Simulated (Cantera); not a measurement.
Charge: 1 mol Si3N4, 0.015 mol N2O, 2 mol H2, at 1100 K and 82000 Pa.

Method: chemical equilibrium by Gibbs-energy minimisation in Cantera with the NASA 1993 tables (ideal gas, pure condensed phases). Candidate condensed phases: H2O, Si, SiO2, Si2N2O, Si3N4; 35 gas species. Mutual solubility and eutectic melting of coexisting phases are not modelled. Kinetics and transport are ignored.

Base state: H2 0.990, N2 0.00989, NH3 2.55e-5 (mole fractions); condensed: Si2N2O(s) + Si3N4(s).

Problem. What changes in the equilibrium state with this change: 0.091 mol HF added?

Solution. 
```json
[
 {"species": "H2", "before": "0.990", "after": "0.972"},
 {"species": "N2", "before": "0.00989", "after": "0.0167"},
 {"species": "SiF4", "before": "0", "after": "0.0105"},
 {"species": "HF", "before": "0", "after": "0.000453"},
 {"species": "SiHF3", "before": "0", "after": "0.000216"},
 {"species": "NH3", "before": "2.55e-5", "after": "3.22e-5"},
 {"species": "Si2N2O(s), mol", "before": "0.0150", "after": "0.0150"},
 {"species": "Si3N4(s), mol", "before": "0.990", "after": "0.982"}
]
```
